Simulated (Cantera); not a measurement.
An isothermal, constant-pressure homogeneous reactor starts with H2 : O2 : N2 = 2 : 1 : 5.6 (molar parts), equivalence ratio 1.0, at 1200 K and 42000 Pa.

Detailed kinetics in Cantera: the H2/O2 subset of GRI-Mech 3.0, which has no nitrogen chemistry. The temperature is held fixed by assumption; the heat of reaction is taken as removed at once.

One state of this run: x H2 = 0.000922; x O2 = 0.000450; x H = 2.80e-5; x OH = 6.46e-5; x H2O2 = 1.27e-7. x: mole fraction; the columns are a selection and need not sum to one.

Task: Which value of t (s) does it belong to?
A. 0.212
B. 2.00e-5
C. 0.00399
D. 0.0565

Result: D, 0.0565
